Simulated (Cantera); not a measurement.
## Adiabatic ignition

An adiabatic, constant-volume homogeneous reactor starts with H2 : O2 : N2 = 1 : 0.568 : 2.14 (molar parts), at 1275 K and 15.0 bar.

Detailed kinetics in Cantera: GRI-Mech 3.0 (53 species, 325 reactions). The hydrogen kinetics of GRI-Mech 3.0 are dated; newer H2 mechanisms differ, most at raised pressure. The pressure lies above the range GRI-Mech 3.0 was tuned for (to about 10 atm). Above 3000 K some thermodynamic fits are extrapolated.

| t (s) | T (K) | P (bar) | x H2 | x O2 | x H2O | x OH | x H2O2 | x NO |
|---|---|---|---|---|---|---|---|---|
| 4.00e-6 | 1275 | 15.0 | 0.270 | 0.153 | 6.76e-6 | 3.66e-8 | 4.50e-7 | <1e-12 |
| 1.18e-5 | 1279 | 15.0 | 0.269 | 0.153 | 0.000403 | 2.58e-6 | 4.52e-5 | 4.44e-12 |
| 3.48e-5 | 3148 | 32.9 | 0.0236 | 0.0199 | 0.263 | 0.0271 | 4.57e-6 | 0.0101 |
| 0.000103 | 3139 | 32.8 | 0.0241 | 0.0182 | 0.263 | 0.0261 | 4.31e-6 | 0.0149 |
| 0.000303 | 3139 | 32.8 | 0.0241 | 0.0182 | 0.263 | 0.0261 | 4.30e-6 | 0.0150 |
| 0.000894 | 3139 | 32.8 | 0.0241 | 0.0182 | 0.263 | 0.0261 | 4.30e-6 | 0.0150 |
| 0.00264 | 3139 | 32.8 | 0.0241 | 0.0182 | 0.263 | 0.0261 | 4.30e-6 | 0.0150 |
| 0.00779 | 3139 | 32.8 | 0.0241 | 0.0182 | 0.263 | 0.0261 | 4.30e-6 | 0.0150 |
| 0.0230 | 3139 | 32.8 | 0.0241 | 0.0182 | 0.263 | 0.0261 | 4.30e-6 | 0.0150 |
| 0.0678 | 3139 | 32.8 | 0.0241 | 0.0182 | 0.263 | 0.0261 | 4.30e-6 | 0.0150 |
| 0.200 | 3139 | 32.8 | 0.0241 | 0.0182 | 0.263 | 0.0261 | 4.30e-6 | 0.0150 |
x: mole fraction; the columns are a selection and need not sum to one.

```
Property                                                           Value
---------------------------------  -------------------------------------
time of steepest temperature rise                                15.0 µs
temperature at 0.200 s                                            3139 K
equilibrium temperature                                           3139 K
x(H2) at 0.200 s                   0.0241 (gas-phase equilibrium 0.0241)
x(O2) at 0.200 s                   0.0182 (gas-phase equilibrium 0.0182)
x(H2O) at 0.200 s                    0.263 (gas-phase equilibrium 0.263)
```
